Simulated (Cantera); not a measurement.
Input: 1 mol SiO2, 0.81 mol C, a varied amount of N2, held at 32.0 mbar.

Equilibrium computed with Cantera from the NASA thermochemical tables; the gas is ideal and each condensed phase is pure. Candidate condensed phases: C, Si, SiC, SiO2, Si2N2O, Si3N4; 34 gas species. The tables hold silica as quartz up to 1696 K and as liquid above; real silica turns to tridymite and cristobalite and melts near 1996 K. Rates play no part.

Stable condensed phases, one row left out:

```
T in K \ n(N2) in mol
         1.1 1.5   2 2.5 2.9 3.4 3.9 4.3 4.8 5.3 5.7
   2425    A   B   B   B   B   B   B   B   B   B   B
   2325    A   A   A   A   A   A   A   A   A   A   A
   2275    A   A   A   A   A   A   A   A   A   A   A
   2225    A   A   A   A   A   A   A   A   A   A   A
   2175    A   A   A   A   A   A   A   A   A   A   A
   2125    A   A   A   A   A   A   A   A   A   A   A
   2075    A   A   A   A   A   A   A   A   A   A   A
   2025    A   A   A   A   A   A   A   A   A   A   A
   1975    A   A   A   A   A   A   A   A   A   A   A
   1925    A   A   A   A   A   A   A   A   A   A   A
   1875    A   A   A   A   A   A   A   A   A   A   A
```

A: SiO2; B: gas only.

Task: Give the row for 2375 K.

Result: 1.1: SiO2; 1.5: SiO2; 2: SiO2; 2.5: SiO2; 2.9: SiO2; 3.4: gas only; 3.9: gas only; 4.3: gas only; 4.8: gas only; 5.3: gas only; 5.7: gas only.
